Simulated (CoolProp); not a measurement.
Vapour-liquid equilibrium of benzene (1) + n-octane (2) at 421 K; x and y are mole fractions of (1).

Model: multi-fluid Helmholtz-energy mixture model, Thol 2012 and Beckmüller 2019; pair parameters Bell 2016, in CoolProp.

**Question.** Give the bubble pressure and the first vapour's composition at x = 0.125, 0.425, 0.725. Is there an azeotrope?

**Answer.** x = 0.125: 2.344 bar, y = 0.308; x = 0.425: 3.587 bar, y = 0.681; x = 0.725: 4.660 bar, y = 0.867. No azeotrope shows between x = 0.05 and 0.95.

The pair parameters rest on a limited set of measurements; away from them the model extrapolates.
